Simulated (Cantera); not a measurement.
An isothermal, constant-pressure homogeneous reactor starts with 40.2 % CH4, 22.9 % H2O, 35.8 % H2, 1.17 % N2, at 1725 K and 173 Torr.

Detailed kinetics in Cantera: GRI-Mech 3.0 (53 species, 325 reactions). GRI-Mech 3.0 stops at C3 and has no aromatics, soot or wall deposition, so with more carbon than oxygen in the feed, carbon stays in small species such as C2H2 where larger ones or solid carbon would form.

x: mole fraction; the columns are a selection and need not sum to one.

| t (s) | x CH4 | x H2O | x H2 | x O2 | x CO | x O | x C2H2 |
|---|---|---|---|---|---|---|---|
| 7.00e-6 | 0.402 | 0.229 | 0.358 | <1e-12 | <1e-12 | <1e-12 | 1.38e-12 |
| 2.29e-5 | 0.402 | 0.229 | 0.358 | <1e-12 | 6.86e-12 | 5.07e-12 | 2.69e-10 |
| 7.52e-5 | 0.401 | 0.229 | 0.358 | <1e-12 | 2.07e-9 | 4.83e-11 | 4.78e-8 |
| 0.000246 | 0.399 | 0.229 | 0.359 | 1.03e-12 | 4.57e-7 | 3.50e-10 | 8.53e-6 |
| 0.000807 | 0.388 | 0.228 | 0.366 | 2.61e-11 | (withheld) | 1.07e-9 | (withheld) |
| 0.00265 | 0.343 | 0.221 | 0.401 | 1.16e-10 | 0.000156 | 1.05e-9 | 0.0130 |
| 0.00867 | (withheld) | 0.204 | (withheld) | 1.26e-10 | (withheld) | 7.67e-10 | (withheld) |
| 0.0284 | 0.129 | 0.182 | 0.581 | 7.44e-11 | 0.00269 | 5.76e-10 | 0.0935 |
| 0.0931 | 0.0494 | 0.159 | 0.653 | 5.53e-11 | 0.0102 | 5.26e-10 | 0.118 |
| 0.305 | 0.0224 | 0.126 | 0.696 | 3.80e-11 | 0.0327 | 4.77e-10 | 0.112 |
| 1.00 | 0.0149 | 0.0734 | 0.738 | 1.37e-11 | 0.0755 | 3.09e-10 | 0.0874 |

What belongs in the gaps?


- 0.000807, x CO: 2.19e-5
- 0.000807, x C2H2: 0.000791
- 0.00867, x CH4: 0.248
- 0.00867, x H2: 0.481
- 0.00867, x CO: 0.000662
- 0.00867, x C2H2: 0.0498
